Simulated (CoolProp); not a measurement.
Properties of carbon monoxide along the isotherm -187.05 °C (Tc = -140.3 °C, pc = 3498 kPa, ω = 0.050).

The numbers come from the reference Helmholtz-energy equation of state, Lemmon 2006 in CoolProp. It is a short technical equation, of lower accuracy than the large ones.

| p (kPa) | phase | density (kg/m³) | cv (kJ/(kg K)) | isothermal compressibility (1/MPa) |
|---|---|---|---|---|
| 2190 | liquid | ___ | ___ | ___ |
| 4370 | liquid | 784.7 | 1.120 | 0.003227 |
| 6560 | liquid | 790.1 | 1.125 | 0.003026 |
| 8750 | liquid | 795.2 | 1.129 | 0.002850 |
| 10900 | liquid | 799.9 | 1.133 | 0.002698 |
| 13100 | liquid | 804.6 | 1.138 | ___ |
| 15300 | liquid | 809.0 | 1.142 | 0.002437 |
| 17500 | liquid | 813.3 | 1.146 | 0.002326 |

Task: Complete the blanks.

Result: 
- 2190, density (kg/m³): 779.0
- 2190, cv (kJ/(kg K)): 1.116
- 2190, isothermal compressibility (1/MPa): 0.003461
- 13100, isothermal compressibility (1/MPa): 0.002560
